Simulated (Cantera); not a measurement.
Feed: 1 mol SiF4, 1.5 mol N2O, 7.1 mol H2, held at 2.25 Torr.

Equilibrium computed with Cantera from the NASA thermochemical tables; the gas is ideal and each condensed phase is pure. Candidate condensed phases: H2O, Si, SiO2, Si2N2O, Si3N4; 58 gas species. The tables hold silica as quartz up to 1696 K and as liquid above; real silica turns to tridymite and cristobalite and melts near 1996 K. Kinetics and transport are ignored.

Question: Which condensed phases are stable at each of these points (T (K)): 1098, 1148, 1198, 1248, 1298, 1348, 1398, 1448, 1498, 1548, 1598, 1648, 1698, 1748?

Answer: 
| T (K) | condensed phases | Si condensed (%) |
|---|---|---|
| 1098 | SiO2(β-quartz) | 63.9 |
| 1148 | SiO2(β-quartz) | 65.7 |
| 1198 | SiO2(β-quartz) | 67.2 |
| 1248 | SiO2(β-quartz) | 68.4 |
| 1298 | SiO2(β-quartz) | 69.3 |
| 1348 | SiO2(β-quartz) | 70.1 |
| 1398 | SiO2(β-quartz) | 70.8 |
| 1448 | SiO2(β-quartz) | 71.3 |
| 1498 | SiO2(β-quartz) | 71.7 |
| 1548 | SiO2(β-quartz) | 72.0 |
| 1598 | SiO2(β-quartz) | 71.9 |
| 1648 | SiO2(β-quartz) | 70.9 |
| 1698 | SiO2(condensed) | 67.6 |
| 1748 | SiO2(condensed) | 60.5 |

From 1098 K to 1648 K the condensed part is SiO2(β-quartz). From 1698 K to 1748 K the condensed part is SiO2(condensed).
